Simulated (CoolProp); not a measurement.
Fluorine along the isotherm -38.05 °C: Z from the reference equation and from simpler models built on Tc = -128.7 °C, pc = 5.240 MPa, ω = 0.045; each cubic takes its own stable root.

Model: reference Helmholtz-energy equation of state, de Reuck 1990, in CoolProp.

```tsv
p (MPa)	phase	reference	Pitzer virial	Redlich-Kwong
0.936	gas	0.9885	0.9884	0.9871
1.87	gas	0.9769	0.9769	0.9745
2.81	gas	0.9653	0.9653	___
3.74	gas	0.9543	0.9538	0.9503
4.68	gas	0.9437	0.9422	___
5.61	supercritical	0.9338	0.9308	0.9280
6.55	supercritical	0.9245	0.9192	0.9176
7.49	supercritical	0.9158	0.9076	0.9078
8.42	supercritical	0.9079	0.8961	0.8988
9.36	supercritical	0.9005	0.8845	0.8904
10.3	supercritical	0.8937	0.8729	0.8828
11.2	supercritical	___	0.8618	0.8762
12.2	supercritical	0.8817	0.8494	0.8699
13.1	supercritical	0.8769	0.8383	0.8651
```

Problem. Some entries are withheld; supply them.

Solution. 
- 2.81, Redlich-Kwong: 0.9621
- 4.68, Redlich-Kwong: 0.9389
- 11.2, reference: 0.8877
